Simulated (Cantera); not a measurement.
Gas mixture: 100 % NO, at 1.88 Torr, frozen composition.

Cantera's kinetic-theory transport with the Lennard-Jones parameters of GRI-Mech 3.0, ideal gas; thermal conductivity in the mixture-averaged form.

One state of this run: ρ (kg/m³) = 0.00150; cp (J/kg/K) = 1041; μ (µPa s) = 30.6; λ (mW/m/K) = 45.1; Pr = 0.706; D (cm²/s) O = 425; D (cm²/s) NH3 = 321; D (cm²/s) OH = 417. D: mixture-averaged diffusion coefficient of that species in the mixture.

Which value of T (K) does it belong to?
A) 700
B) 1000
C) 900
D) 600

D, 600
